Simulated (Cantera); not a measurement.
An isothermal, constant-pressure homogeneous reactor starts with CH4 : H2O : H2 : N2 = 1 : 1.1 : 0.17 : 0.072 (molar parts), at 1373 K and 13300 Pa.

Model: GRI-Mech 3.0 (53 species, 325 reactions), integrated in Cantera.

Predict: x(CH4) at 20.0 s; x(H2O) at 20.0 s; x(H2) at 20.0 s; x(CH2O) at 20.0 s; x(C2H2) at 20.0 s.


```json
{
 "x(CH4) at 20.0 s": "0.242 (gas-phase equilibrium 1.83e-6)",
 "x(H2O) at 20.0 s": "0.404 (gas-phase equilibrium 0.0200)",
 "x(H2) at 20.0 s": "0.260 (gas-phase equilibrium 0.733)",
 "x(CH2O) at 20.0 s": "2.11e-7 (gas-phase equilibrium 1.01e-8)",
 "x(C2H2) at 20.0 s": "0.0596 (gas-phase equilibrium 3.33e-11)"
}
```
